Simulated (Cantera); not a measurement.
Input: 1 mol Si₃N₄, 5.9 mol NF₃, a varied amount of H₂, held at 627 °C and 0.133 bar.

Equilibrium computed with Cantera from the NASA thermochemical tables; the gas is ideal and each condensed phase is pure. Candidate condensed phases: Si, Si₃N₄; 37 gas species. Equilibrium is a limit: real reactors are often held back by kinetics, nucleation or transport.

Task: At 74 mol H₂, list the 5 most abundant gas species with their mole fractions, and the condensed phases.

Result: H₂ 0.839, HF 0.0672, N₂ 0.0584, SiF₄ 0.0354, NH₃ 3.00e-5. Condensed: gas only.
